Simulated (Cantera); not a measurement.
Feed: 1 mol SiC, 0.025 mol O2, 430 mol N2, at 2200 K and 0.100 bar.

These are equilibrium values from Cantera (NASA tables, ideal gas, pure condensed phases), not measurements of a reactor. Candidate condensed phases: C, Si, SiC, SiO2, Si2N2O, Si3N4; 34 gas species. The tables' values for SiN are old estimates; treat these amounts as uncertain. Rates play no part.

Base state: N2 0.999, Si 0.000396, CO 0.000115, SiC2 3.80e-5, Si2C 2.32e-5, SiN 2.11e-5, CN 1.91e-5, C2N2 1.00e-5 (mole fractions); condensed: C(graphite) + SiC(s).

### Question
What changes in the equilibrium state with this change: temperature from 2200 K to 1598 K?

### Answer
```json
[
 {"species": "N2", "before": "0.999", "after": "1.000"},
 {"species": "CO", "before": "0.000115", "after": "0.000115"},
 {"species": "Si", "before": "0.000396", "after": "1.90e-8"},
 {"species": "SiC2", "before": "3.80e-5", "after": "<1e-9"},
 {"species": "Si2C", "before": "2.32e-5", "after": "<1e-9"},
 {"species": "CN", "before": "1.91e-5", "after": "1.27e-9"},
 {"species": "C(graphite), mol", "before": "0.110", "after": "0"},
 {"species": "SiC(s), mol", "before": "0.781", "after": "0.951"},
 {"species": "Si3N4(s), mol", "before": "0", "after": "0.0163"}
]
```
Mutual solubility and eutectic melting of coexisting phases are not modelled.
